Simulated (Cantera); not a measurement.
**Ammonia decomposition in nitride growth gas**

An isothermal, constant-pressure homogeneous reactor starts with NH3 : H2 = 1 : 0.11 (molar parts), at 2325 K and 0.140 bar.

Cantera simulation using the gas-phase N/H chemistry of the illustrative SiF4/NH3 mechanism in the Surface Chemkin manual (1991); the numbers are that mechanism's predictions, not measurements. Walls and surfaces, which speed up NH3 decomposition in real reactors, are not modelled.

```tsv
t (s)	x NH3	x H2	x N2	x NH2	x NH
3.00e-6	0.901	0.0992	3.31e-11	0.000156	4.87e-8
1.45e-5	0.900	0.0994	1.05e-7	0.000768	2.29e-6
7.00e-5	0.895	0.101	0.000156	0.00330	4.48e-5
0.000338	0.868	0.120	0.00660	0.00498	9.51e-5
0.00163	0.748	0.209	0.0385	0.00427	0.000101
0.00788	0.402	0.464	0.130	0.00263	9.58e-5
0.0381	0.0412	0.730	0.226	0.000563	4.98e-5
0.184	7.34e-6	0.741	0.234	7.95e-7	5.74e-7
0.888	7.96e-7	0.741	0.234	8.73e-8	6.38e-8
4.29	5.48e-7	0.741	0.234	6.00e-8	4.39e-8
20.7	5.48e-7	0.741	0.234	6.00e-8	4.39e-8
100	5.48e-7	0.741	0.234	6.00e-8	4.39e-8
```
x: mole fraction; the columns are a selection and need not sum to one.

Equilibrium at this temperature and pressure: NH3 5.48e-7, H2 0.741, N2 0.234, NH2 6.00e-8, NH 4.39e-8 (gas phase only).
